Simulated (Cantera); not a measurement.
A freely propagating, adiabatic, planar premixed flame of CH4 : C2H6 : C3H8 : O2 : N2 = 1 : 0.48 : 0.26 : 3.56 : 13.4 (molar parts), equivalence ratio 1.4, unburnt at 325 K and 278 Torr; mixture-averaged transport, grid criteria slope 0.08 and curve 0.16, no radiation.

Cantera simulation using GRI-Mech 3.0 (53 species, 325 reactions); the numbers are that mechanism's predictions, not measurements. GRI-Mech 3.0 was tuned for natural gas; its chemistry of propane as a main component is partial and can be far from experiment. Burning velocities carry a grid error of a few per cent, more on coarse grids.

Task: What does this change do: inlet temperature 325 to 523 K?

Result: 
| quantity | before | after |
|---|---|---|
| laminar burning velocity | 36.6 cm/s | 89.6 cm/s |
| thermal thickness | 1.21 mm | 0.931 mm |
| peak x(HCO) | 3.85e-5 | 6.37e-5 |
| peak x(CH2O) | 0.00152 | 0.00168 |
| peak x(CH2) | 6.84e-5 | 0.000105 |

Task: What does this change do: N2 13.4 to 17 parts?

Result: 
```
quantity                     before      after
------------------------  ---------  ---------
laminar burning velocity  36.6 cm/s  18.6 cm/s
thermal thickness           1.21 mm    2.07 mm
peak x(HCO)                 3.85e-5    1.37e-5
peak x(CH2O)                0.00152    0.00120
peak x(CH2)                 6.84e-5    2.77e-5
```
